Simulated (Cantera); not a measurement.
Thermodynamics of carbothermic reduction, feed Ta2O5 + C + H2

Feed: 1 mol Ta2O5, 2.4 mol C, 0.32 mol H2, at 10000 Pa.

Method: chemical equilibrium by Gibbs-energy minimisation in Cantera with the NASA 1993 tables (ideal gas, pure condensed phases). Candidate condensed phases: C, C6H6, C7H8, C8H18, H2O, Ta, TaC, Ta2O5; 113 gas species. Mutual solubility and eutectic melting of coexisting phases are not modelled. Condensed phases not in the tables: Ta2C, N, O or C dissolved in the metal. The numbers say what is thermodynamically allowed, not how fast it happens.

| T (°C) | x CO | x H2 | x H | x TaO2 | n Ta(s) | n Ta2O5(l) |
|---|---|---|---|---|---|---|
| 2200 | 0.866 | 0.104 | 0.0227 | 0.00459 | 0.958 | 0.513 |
| 2225 | 0.864 | 0.102 | 0.0252 | 0.00588 | 0.956 | 0.512 |
| 2250 | 0.861 | 0.100 | 0.0278 | 0.00749 | 0.955 | 0.509 |
| 2275 | 0.857 | 0.0982 | 0.0307 | 0.00949 | 0.953 | 0.507 |
| 2300 | 0.853 | 0.0961 | 0.0337 | 0.0120 | 0.950 | 0.504 |
| 2325 | 0.848 | 0.0938 | 0.0369 | 0.0150 | 0.947 | 0.499 |
| 2350 | 0.842 | 0.0914 | 0.0403 | 0.0188 | 0.943 | 0.494 |
| 2375 | 0.835 | 0.0887 | 0.0438 | 0.0233 | 0.939 | 0.488 |
x: gas mole fraction; n: condensed amount in mol.

From 2200 °C to 2375 °C the condensed part is Ta(s) + Ta2O5(l). The main Ta-bearing gas is TaO2 throughout. The share of Ta in condensed phases is highest at 2200 °C (99.2 %) and lowest at 2375 °C (95.7 %).
